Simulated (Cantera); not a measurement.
Mixture: C3H8 : O2 : N2 = 1 : 3.12 : 11.8 (molar parts), at 3.90 bar, adiabatic and at constant pressure. Ignition delay is the time to a rise of 400 K.

Detailed kinetics in Cantera: GRI-Mech 3.0 (53 species, 325 reactions). GRI-Mech 3.0 was tuned for natural gas; its chemistry of propane as a main component is partial and can be far from experiment.

Problem. What does this change do: N2 11.8 to 20 parts?

Solution. 
```json
[
 {"quantity": "delay at 1275 K", "before": "0.804 ms", "after": "1.13 ms"},
 {"quantity": "delay at 1475 K", "before": "47.3 µs", "after": "67.7 µs"},
 {"quantity": "delay at 1675 K", "before": "8.73 µs", "after": "12.6 µs"},
 {"quantity": "delay at 1875 K", "before": "3.28 µs", "after": "4.70 µs"},
 {"quantity": "delay at 2075 K", "before": "1.78 µs", "after": "2.52 µs"},
 {"quantity": "apparent activation energy between 1975 and 2175 K", "before": "89 kJ/mol", "after": "91 kJ/mol"}
]
```

Problem. What does this change do: pressure from 3.90 bar to 14.0 bar?

Solution. 
| quantity | before | after |
|---|---|---|
| delay at 1275 K | 0.804 ms | 0.384 ms |
| delay at 1475 K | 47.3 µs | 22.5 µs |
| delay at 1675 K | 8.73 µs | 3.65 µs |
| delay at 1875 K | 3.28 µs | 1.22 µs |
| delay at 2075 K | 1.78 µs | 0.615 µs |
| apparent activation energy between 1975 and 2175 K | 89 kJ/mol | 99 kJ/mol |
The pressure lies above the range GRI-Mech 3.0 was tuned for (to about 10 atm).

Problem. What does this change do: pressure from 3.90 bar to 6.10 bar?

Solution. 
```json
[
 {"quantity": "delay at 1275 K", "before": "0.804 ms", "after": "0.632 ms"},
 {"quantity": "delay at 1475 K", "before": "47.3 µs", "after": "36.5 µs"},
 {"quantity": "delay at 1675 K", "before": "8.73 µs", "after": "6.39 µs"},
 {"quantity": "delay at 1875 K", "before": "3.28 µs", "after": "2.30 µs"},
 {"quantity": "delay at 2075 K", "before": "1.78 µs", "after": "1.22 µs"},
 {"quantity": "apparent activation energy between 1975 and 2175 K", "before": "89 kJ/mol", "after": "92 kJ/mol"}
]
```
